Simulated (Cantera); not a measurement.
A perfectly stirred reactor is fed with 0.519 % CH2O, 1.47 % O2, 98.0 % N2, equivalence ratio 0.35, at 9.87 atm; it is held at 1350 K, and followed from long to short residence time.

Cantera simulation using GRI-Mech 3.0 (53 species, 325 reactions); the numbers are that mechanism's predictions, not measurements.

Task: Predict: x(CH2O) at τ = 4.80 s; x(O2) at τ = 4.80 s; x(H2O) at τ = 4.80 s; x(O) at τ = 4.80 s; x(CH2O) at τ = 0.210 s; x(O2) at τ = 0.210 s; x(H2O) at τ = 0.210 s; x(O) at τ = 0.210 s.

Result: 
* **x(CH2O) at τ = 4.80 s**: 1.71e-7
* **x(O2) at τ = 4.80 s**: 0.00951
* **x(H2O) at τ = 4.80 s**: 0.00519
* **x(O) at τ = 4.80 s**: 1.78e-7
* **x(CH2O) at τ = 0.210 s**: 2.15e-6
* **x(O2) at τ = 0.210 s**: 0.00958
* **x(H2O) at τ = 0.210 s**: 0.00519
* **x(O) at τ = 0.210 s**: 1.17e-6
